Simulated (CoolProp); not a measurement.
Saturation properties of methane (Tc = 190.6 K, pc = 45.99 bar, ω = 0.011).

Computed with CoolProp (reference Helmholtz-energy equation of state, Setzmann 1991).

```tsv
T (K)	p (bar)	vapour density (kg/m³)	surface tension (mN/m)	liquid conductivity (mW/(m K))
128.5	3.353	5.491	9.69	160
132.5	4.256	6.869	8.94	154
136.6	5.354	8.541	8.18	148
140.7	6.647	10.51	7.43	143
144.7	8.114	12.76	6.72	137
148.8	9.846	15.46	5.99	131
152.9	11.83	18.60	5.29	125
157	14.09	22.29	4.59	119
161	16.57	26.50	3.93	114
165.1	19.42	31.58	3.28	108
169.2	22.62	37.65	2.64	102
173.2	26.09	44.82	2.04	95.8
177.3	30.03	53.94	1.46	89.7
181.4	34.39	65.85	0.921	83.5
```

It boils at 111.7 K under 1 atm.

Thermal conductivity comes from a separate model (Friend 1989). Surface tension comes from a separate correlation (Mulero 2012).
